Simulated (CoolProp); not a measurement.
R410A at 298.15 K and 1.02 MPa is throttled through a valve to 0.39 MPa with no heat exchange. Each further row changes one setting.

Values from CoolProp's reference Helmholtz-energy equation of state, Lemmon 2003. It is a pseudo-pure fit of the blend.

| case | temperature change (K) | final density (kg/m³) |
|---|---|---|
| as stated | ? | 12.8 |
| outlet pressure 0.117 MPa | ? | ? |
| outlet pressure 0.507 MPa | ? | ? |

**Question.** What belongs in the gaps?

**Answer.** 
- as stated, temperature change (K): -14.1
- outlet pressure 0.117 MPa, temperature change (K): -20.9
- outlet pressure 0.117 MPa, final density (kg/m³): 3.76
- outlet pressure 0.507 MPa, temperature change (K): -11.3
- outlet pressure 0.507 MPa, final density (kg/m³): 16.8
